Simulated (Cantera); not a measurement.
**Reactions in the system Na-O-S**

Standard-state values (1 bar) from the NASA 1993 polynomials, evaluated with Cantera. Values are per mole of reaction as written; species without (g) are pure solids or liquids, kept so even where they would boil at 1 bar.

Na₂SO₄ → 2 Na + S + 2 O₂(g)

```json
[
 {"T (K)": "673", "ΔH° (kJ)": "1383.5", "ΔS° (J/K)": "393.9", "ΔG° (kJ)": "1118.4", "log10 K": "-86.80"},
 {"T (K)": "723", "ΔH° (kJ)": "1382.2", "ΔS° (J/K)": "392.1", "ΔG° (kJ)": "1098.7", "log10 K": "-79.38"},
 {"T (K)": "773", "ΔH° (kJ)": "1380.8", "ΔS° (J/K)": "390.2", "ΔG° (kJ)": "1079.2", "log10 K": "-72.92"},
 {"T (K)": "823", "ΔH° (kJ)": "1379.2", "ΔS° (J/K)": "388.2", "ΔG° (kJ)": "1059.7", "log10 K": "-67.26"},
 {"T (K)": "873", "ΔH° (kJ)": "1377.6", "ΔS° (J/K)": "386.4", "ΔG° (kJ)": "1040.3", "log10 K": "-62.25"},
 {"T (K)": "923", "ΔH° (kJ)": "1376.0", "ΔS° (J/K)": "384.5", "ΔG° (kJ)": "1021.1", "log10 K": "-57.78"},
 {"T (K)": "973", "ΔH° (kJ)": "1374.2", "ΔS° (J/K)": "382.6", "ΔG° (kJ)": "1001.9", "log10 K": "-53.78"},
 {"T (K)": "1023", "ΔH° (kJ)": "1372.1", "ΔS° (J/K)": "380.6", "ΔG° (kJ)": "982.8", "log10 K": "-50.18"},
 {"T (K)": "1073", "ΔH° (kJ)": "1369.9", "ΔS° (J/K)": "378.4", "ΔG° (kJ)": "963.8", "log10 K": "-46.92"}
]
```

S + 2 Na(g) → Na₂S

| T (K) | ΔH° (kJ) | ΔS° (J/K) | ΔG° (kJ) | log10 K |
|---|---|---|---|---|
| 673 | -579.1 | -240.1 | -417.5 | 32.40 |
| 723 | -578.3 | -239.0 | -405.5 | 29.30 |
| 773 | -577.4 | -237.8 | -393.6 | 26.60 |
| 823 | -576.5 | -236.7 | -381.7 | 24.23 |
| 873 | -575.7 | -235.7 | -369.9 | 22.13 |
| 923 | -574.9 | -234.8 | -358.1 | 20.27 |
| 973 | -574.1 | -234.0 | -346.4 | 18.60 |
| 1023 | -573.1 | -233.0 | -334.8 | 17.09 |
| 1073 | -571.9 | -231.8 | -323.1 | 15.73 |
